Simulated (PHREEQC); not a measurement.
# Brine: speciation

A solution holds 0.26 mol/kgw LiCl, 0.0095 mol/kgw K2SO4 and 0.00051 mol/kgw MgCl2, at 50 °C. It is in equilibrium with CO2 at log p = 0 (atm). Otherwise closed; pH follows from the charge balance.

The numbers come from PHREEQC with the ion-association model, wateq4f.dat.

Each row changes one thing in this solution. No solid was allowed to form.

```
case                            pH  ionic strength (mol/kgw)  SO4-2 (mol/kgw)  Mg+2 (mol/kgw)  KSO4- (mol/kgw)  HCO3- (mol/kgw)  SI of Epsomite (MgSO4:7H2O)  SI of Magnesite (MgCO3)
----------------------------  ----  ------------------------  ---------------  --------------  ---------------  ---------------  ---------------------------  -----------------------
as made                       4.04                     0.285          0.00707        0.000423         0.000316         0.000155                        -4.71                    -5.60
0.37 mol/kgw Na2SO4 added     4.39                      1.08            0.221        0.000132          0.00430         0.000375                        -4.04                    -5.46
temperature from 50 to 70 °C  4.16                     0.285          0.00706        0.000398         0.000393         0.000140                        -4.89                    -5.30
0.053 mol/kgw ZnCl2 added     3.89                     0.388          0.00550        0.000451         0.000217         0.000111                        -4.88                    -5.91
LiCl left out                 4.12                    0.0274          0.00835        0.000254         0.000829         0.000156                        -4.24                    -5.41
diluted 5-fold with water     4.02                    0.0577          0.00168         8.97e-5          2.78e-5         0.000129                        -5.56                    -6.15
```

The ionic strength passes 0.7 mol/kgw, the rough limit of the ion-association models, in 0.37 mol/kgw Na2SO4 added. At this temperature some constants are extrapolated from 25 °C, and those without enthalpy data are left unchanged.
